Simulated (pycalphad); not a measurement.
## Solubility of C in hcp Hf

CALPHAD calculation (pycalphad, COST 507 light-alloy database (1999)), 1 atm. The database dates from 1999; later assessments differ in places, in temperatures and in the compounds included. Diffusion is slow at the low end, where real alloys seldom reach equilibrium.

Each column gives the C content (at.%) of the matrix in two-phase equilibrium with that one phase alone, all others suspended, so the columns of phases that are not stable there are metastable solubilities; "dissolved" means that the alloy named is a single phase.

```json
[
 {"T (°C)": "227", "against fcc": "1.2", "stable phases of Hf-15C (at.%)": "fcc + hcp"},
 {"T (°C)": "497", "against fcc": "2.2", "stable phases of Hf-15C (at.%)": "fcc + hcp"},
 {"T (°C)": "757", "against fcc": "3.1", "stable phases of Hf-15C (at.%)": "fcc + hcp"},
 {"T (°C)": "1027", "against fcc": "4.1", "stable phases of Hf-15C (at.%)": "fcc + hcp"},
 {"T (°C)": "1297", "against fcc": "5.3", "stable phases of Hf-15C (at.%)": "fcc + hcp"},
 {"T (°C)": "1567", "against fcc": "6.5", "stable phases of Hf-15C (at.%)": "fcc + hcp"},
 {"T (°C)": "1827", "against fcc": "7.9", "stable phases of Hf-15C (at.%)": "fcc + hcp"},
 {"T (°C)": "2097", "against fcc": "10.0", "stable phases of Hf-15C (at.%)": "fcc + hcp"},
 {"T (°C)": "2367", "against fcc": "14", "stable phases of Hf-15C (at.%)": "fcc + hcp"}
]
```

Task: Fit ln x(C) against 1/T for the solubility against fcc (mole fractions, points under 5 at.%).

Result: The slope gives Q ≈ 8.0 kJ per mole of dissolved C, with a prefactor of about 0.081; the line misses the points by up to 7.3 %.

The fcc model also describes the rock-salt carbide or nitride (TiC, TiN, HfC).
